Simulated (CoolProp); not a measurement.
R245ca along the isobar 3.4 MPa: fugacity coefficient from the reference equation and from simpler models built on Tc = 174.4 °C, pc = 3.941 MPa, ω = 0.355; each cubic takes its own stable root.

The numbers come from the reference Helmholtz-energy equation of state, Zhou 2016 in CoolProp.

| T (°C) | phase | reference |
|---|---|---|
| 2.15 | liquid | 0.01251 |
| 13.85 | liquid | 0.02085 |
| 25.45 | liquid | 0.03284 |
| 37.05 | liquid | 0.04945 |
| 48.75 | liquid | 0.07178 |
| 60.35 | liquid | 0.1002 |
| 72.05 | liquid | 0.1360 |
| 83.65 | liquid | 0.1791 |
| 95.35 | liquid | 0.2303 |
| 106.95 | liquid | 0.2890 |
| 118.65 | liquid | 0.3557 |
| 130.25 | liquid | 0.4288 |
| 141.95 | liquid | 0.5085 |
| 153.55 | liquid | 0.5918 |
| 176.85 | gas | 0.7138 |

How far does each simpler model (Redlich-Kwong, Peng-Robinson) lie from the reference over these 15 states: mean and median of the absolute difference, and the worst?


- Redlich-Kwong: mean 61.3 %, median 46.0 %, worst +175.3 % at 2.15 °C and 3.4 MPa
- Peng-Robinson: mean 0.5 %, median 0.2 %, worst -2.0 % at 176.85 °C and 3.4 MPa
